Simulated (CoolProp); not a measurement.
Vapour-liquid equilibrium of dimethyl ether (1) + R227EA (2) at -58.05 °C; x and y are mole fractions of (1).

Model: multi-fluid Helmholtz-energy mixture model, Wu 2011 and Lemmon 2016; pair parameters Bell 2016, in CoolProp.

```tsv
x	bubble pressure (MPa)	y at the bubble point	dew pressure at overall composition x (MPa)	liquid density (mol/L)
0.05	(withheld)	0.013	(withheld)	(withheld)
0.2	0.008881	0.130	0.008612	10.95
0.35	0.008579	0.399	(withheld)	11.83
0.5	0.009932	0.686	0.008849	12.79
0.65	(withheld)	0.861	0.009648	13.85
0.8	0.01505	0.947	0.01125	15.05
0.95	0.01753	0.990	0.01519	16.41
```

Problem. What belongs in the gaps?

Solution. 
- 0.05, bubble pressure (MPa): 0.01036
- 0.05, dew pressure at overall composition x (MPa): 0.009604
- 0.05, liquid density (mol/L): 10.14
- 0.35, dew pressure at overall composition x (MPa): 0.008513
- 0.65, bubble pressure (MPa): 0.01237

y crosses x between x = 0.2 and 0.35: the model has an azeotrope there.

The pair parameters rest on a limited set of measurements; away from them the model extrapolates.
